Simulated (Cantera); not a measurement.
An adiabatic, constant-volume homogeneous reactor starts with C₃H₈ : O₂ : N₂ = 1 : 2 : 7.52 (molar parts), at 1625 K and 21.7 atm.

Detailed kinetics in Cantera: GRI-Mech 3.0 (53 species, 325 reactions). GRI-Mech 3.0 was tuned for natural gas; its chemistry of propane as a main component is partial and can be far from experiment. The pressure lies above the range GRI-Mech 3.0 was tuned for (to about 10 atm).

One state of this run: T (K) = 2831; P (bar) = 52.7; x C₃H₈ = 2.66e-11; x O₂ = 1.07e-6; x NO = 0.000223; x HCN = 0.000508; x CO = 0.193. x: mole fraction; the columns are a selection and need not sum to one.

Which value of t (s) does it belong to?
A. 1.23e-5
B. 3.51e-6
C. 4.33e-5
D. 0.00187

A, 1.23e-5
